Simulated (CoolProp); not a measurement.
A Linde-Hampson liquefier for CF4 (R14): isothermal reversible compression at 320 K from 1 atm to 5 MPa, throttling to 1 atm, return gas leaving the recuperator 0 K below the feed. Each further row changes one setting.

Values from CoolProp's reference Helmholtz-energy equation of state, Platzer 1990. This equation is an older, rougher fit; its heat capacities, sound speeds and derivatives of the liquid may be far off and weren't checked against measurements.

| case | liquid yield per pass | compression work (kJ/kg of gas) |
|---|---|---|
| as stated | [?] | 114 |
| high pressure 10 MPa | 0.145 | [?] |
| warm-end temperature 350 K | [?] | [?] |
| warm-end gap 5 K | [?] | 114 |

**Question.** Fill in the missing entries.

**Answer.** 
- as stated, liquid yield per pass: 0.072
- high pressure 10 MPa, compression work (kJ/kg of gas): 131
- warm-end temperature 350 K, liquid yield per pass: 0.054
- warm-end temperature 350 K, compression work (kJ/kg of gas): 126
- warm-end gap 5 K, liquid yield per pass: 0.058
